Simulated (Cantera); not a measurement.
A closed system holds: 1 mol CH₃OH, 0.071 mol CO₂, 93 mol H₂, at 1423 K and 360 Pa.

Equilibrium computed with Cantera from the NASA thermochemical tables; the gas is ideal and each condensed phase is pure. Candidate condensed phases: C, C₆H₆, C₇H₈, C₈H₁₈, H₂O; 110 gas species. Equilibrium is a limit: real reactors are often held back by kinetics, nucleation or transport.

Base state: H₂ 0.988, CO 0.0111, H₂O 0.000735, H 0.000110 (mole fractions); condensed: gas only.

**Question.** What changes in the equilibrium state with this change: temperature from 1423 K to 800 K?

**Answer.** 
```csv
species,before,after
H₂,0.988,0.987
CO,0.0111,0.00946
H₂O,0.000735,0.00228
CH₄,2.23e-9,0.00163
H,0.000110,<1e-9
CO₂,3.66e-6,9.22e-5
```
